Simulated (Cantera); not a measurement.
Input (Python, Cantera) and output of one run.

```python
import numpy as np
import cantera as ct

gas_names = [...]  # 113 gases of nasa_gas.yaml made of C, Cu, H, O
cond_names = """
    C(gr) C6H6(L) C7H8(L) C8H18(L),n-octa Cu(cr) Cu(L) CuO(s) CuO2H2(s) Cu2O(s) Cu2O(L) H2O(s) H2O(L)
""".split()


# ... load() reads the species with a 1 bar reference pressure and builds the phases ...
atoms = {
    'Cu2O': {'Cu': 2, 'O': 1},
    'CO': {'C': 1, 'O': 1},
    'H2': {'H': 2},
}
top_T = {'C(gr)': 4500, 'CuO(s)': 1390}  # K; cautious upper limits of use, not melting points


# ... equilibrate(T, P, feed) seeds the gas with the atoms and calls Mixture.equilibrate('TP', solver="vcs", rtol=1e-11, max_steps=5000) ...
results = []
feed = {'Cu2O': 1, 'CO': 0.72, 'H2': 0.11}  # mol
P = 1800  # Pa
for T in [1275, 1425, 1575, 1725, 1875, 2025, 2175, 2325]:
    mix = equilibrate(T, P, feed)
    results.append((T, P, feed, dict(zip(mix.species_names, mix.species_moles))))

top = {s: max(r[3][s] / sum(r[3][g] for g in gas_names) for r in results) for s in gas_names}
cols = sorted((s for s in top if top[s] > 0.0001), key=lambda s: -top[s])[:8]
seen = [c for c in cond_names if any(r[3].get(c, 0) > 1e-12 for r in results)]
print("log10 of partial pressures in bar; condensed amounts in mol")
print(f"{'T/K':>10s}" + "".join(f"{s[:9]:>10s}" for s in cols + seen))
for T, P, feed, n in results:
    ng = sum(n[g] for g in gas_names)
    print(f"{T:10.4g}" + "".join(f"{np.log10(max(n[s] / ng * P / 1e5, 1e-99)):10.3f}" for s in cols)
          + "".join(f"{n.get(c, 0):10.4g}" for c in seen))
```

Output:

```
log10 of partial pressures in bar; condensed amounts in mol
       T/K       CO2        Cu       H2O        O2        CO         O        OH         H    Cu(cr)     Cu(L)   Cu2O(s)   Cu2O(L)
      1275    -1.807    -7.063    -2.622    -6.220    -5.734   -10.062    -7.304    -9.518      1.66         0      0.17         0
      1425    -1.807    -5.663    -2.623    -4.699    -5.282    -8.207    -6.222    -8.394         0     1.663    0.1684         0
      1575    -1.815    -4.563    -2.631    -3.538    -4.891    -6.739    -5.367    -7.466         0     1.712         0    0.1433
      1725    -1.851    -3.660    -2.668    -2.828    -4.476    -5.650    -4.738    -6.651         0     1.949         0   0.01966
      1875    -1.887    -2.905    -2.704    -2.795    -3.852    -5.016    -4.354    -5.825         0     1.931         0         0
      2025    -2.033    -2.266    -2.847    -2.881    -3.382    -4.533    -4.111    -5.148         0     1.592         0         0
      2175    -2.432    -1.922    -3.228    -3.100    -3.178    -4.188    -4.067    -4.656         0         0         0         0
      2325    -2.525    -1.931    -3.299    -2.989    -2.898    -3.736    -3.822    -4.171         0         0         0         0
```

Equilibrium computed with Cantera from the NASA thermochemical tables; the gas is ideal and each condensed phase is pure. Each liquid is taken as pure. Mutual solubility and eutectic melting of coexisting phases are not modelled.
